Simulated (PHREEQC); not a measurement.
Copper plating or etch bath: an equilibrium model

Make-up at 25 °C: 0.012 mol Cu(NO3)2, 0.015 mol HCl and 0.064 mol Na2SO4 per kg of water. Closed to the air; pH follows from the charge balance.

The numbers come from PHREEQC with the ion-association model, wateq4f.dat.

Each row changes one thing in this solution. This is a speciation only: nothing precipitates in the calculation.

| case | pH | ionic strength (mol/kgw) | SO4-2 (mol/kgw) | HSO4- (mol/kgw) |
|---|---|---|---|---|
| as made | 2.29 | 0.189 | 0.0424 | 0.00860 |
| diluted 2-fold with water | 2.49 | 0.0992 | 0.0233 | 0.00355 |
| Cu(NO3)2 replaced by Mn(NO3)2 at the same molality | 2.29 | 0.190 | (withheld) | 0.00862 |
| diluted 10-fold with water | 3.00 | 0.0219 | 0.00552 | 0.000358 |
| HCl left out | 5.12 | 0.187 | 0.0493 | (withheld) |
| temperature from 25 to 65 °C | 2.54 | 0.182 | 0.0392 | 0.0114 |
| Na2SO4 replaced by H2SO4 at the same molality | 1.11 | 0.137 | 0.0140 | 0.0470 |

**Question.** Some entries are withheld; supply them.

**Answer.** 
- Cu(NO3)2 replaced by Mn(NO3)2 at the same molality, SO4-2 (mol/kgw): 0.0428
- HCl left out, HSO4- (mol/kgw): 1.50e-5

Species that the database lacks are ignored. Some of these states are supersaturated (in Antlerite, Brochantite, for instance). At this temperature some constants are extrapolated from 25 °C, and those without enthalpy data are left unchanged.
